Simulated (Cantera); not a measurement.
Feed: 1 mol Si, a varied amount of Cl₂, 0.72 mol N₂, at 700 Pa.

Cantera equilibrium calculation (NASA polynomials, part measured and part estimated; ideal gas, pure solids and liquids). Candidate condensed phases: Si, Si₃N₄; 13 gas species. N₂ is the only nitrogen source here; it is nearly inert below about 1500 K, so the nitride shown seldom forms there in practice. The tables' values for SiCl₃ are old estimates. Equilibrium is a limit: real reactors are often held back by kinetics, nucleation or transport.

What condenses at these points (T in K, n(Cl₂) in mol): (1448, 1.4); (1498, 5.6); (1248, 0.84); (1198, 2); (948, 3.4)?


| T (K) | n(Cl₂) in mol | condensed phases | Si condensed (%) |
|---|---|---|---|
| 1448 | 1.4 | Si₃N₄ | 4.3 |
| 1498 | 5.6 | gas only | 0.0 |
| 1248 | 0.84 | Si₃N₄ | 57.1 |
| 1198 | 2 | gas only | 0.0 |
| 948 | 3.4 | gas only | 0.0 |
